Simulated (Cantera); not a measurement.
A Cantera script and what it prints.

```python
import numpy as np
import cantera as ct

gas_names = """
    NbO2 NO OH NH3
""".split()
cond_names = """
    Nb2O5(s) Nb2O5(L)
""".split()


def load(file, names, dense=False):
    # The tables refer to 1 bar. Condensed volumes are neglected.
    table = {s.name: s for s in ct.Species.list_from_file(file)}
    out = []
    for n in names:
        d = dict(table[n].input_data)
        d["thermo"] = dict(d["thermo"], **{"reference-pressure": 1e5})
        if dense:
            d["equation-of-state"] = {"model": "constant-volume", "density": "1e6 g/cm^3"}
        out.append(ct.Species.from_dict(d))
    return out


species = {s.name: s for s in load("nasa_gas.yaml", gas_names) + load("nasa_condensed.yaml", cond_names)}
# Each term lists the table entries of one substance; the one whose range holds T is used.
reactions = {
    '8 NbO2(g) + NO(g) + 3 OH(g) = 4 Nb2O5 + NH3(g)':
        [(-8, ['NbO2']), (-1, ['NO']), (-3, ['OH']), (4, ['Nb2O5(s)', 'Nb2O5(L)']), (1, ['NH3'])],
}


def pick(names, T):
    return next(species[n] for n in names if species[n].thermo.min_temp <= T <= species[n].thermo.max_temp)


results = []
for label, terms in reactions.items():
    print(label)
    print("     T/K   dH/kJ  dS/(J/K)   dG/kJ   log10 K")
    for T in [600, 650, 700, 750, 800, 850, 900, 950]:
        used = [(nu, pick(names, T)) for nu, names in terms]
        dH = sum(nu * s.thermo.h(T) for nu, s in used) / 1e6
        dS = sum(nu * s.thermo.s(T) for nu, s in used) / 1e3
        dG = dH - T * dS / 1e3
        logK = -dG * 1e6 / (ct.gas_constant * T * np.log(10))
        results.append((label, T, dH, dS, dG, logK, [s.name for _, s in used]))
        print(f"{T:8g} {dH:8.1f} {dS:8.1f} {dG:8.1f} {logK:8.2f}")
```

Output:

```
8 NbO2(g) + NO(g) + 3 OH(g) = 4 Nb2O5 + NH3(g)
     T/K   dH/kJ  dS/(J/K)   dG/kJ   log10 K
     600  -6215.4  -2117.1  -4945.1   430.50
     650  -6207.7  -2104.8  -4839.6   388.90
     700  -6199.7  -2092.9  -4734.6   353.30
     750  -6191.4  -2081.5  -4630.3   322.47
     800  -6182.9  -2070.5  -4526.5   295.54
     850  -6174.1  -2059.9  -4423.2   271.81
     900  -6165.2  -2049.7  -4320.5   250.75
     950  -6156.1  -2039.8  -4218.2   231.93
```

Cantera with NASA thermochemical tables; ideal gases at 1 bar, condensed phases pure. Condensed species are held in their standard states even where they would react or evaporate.
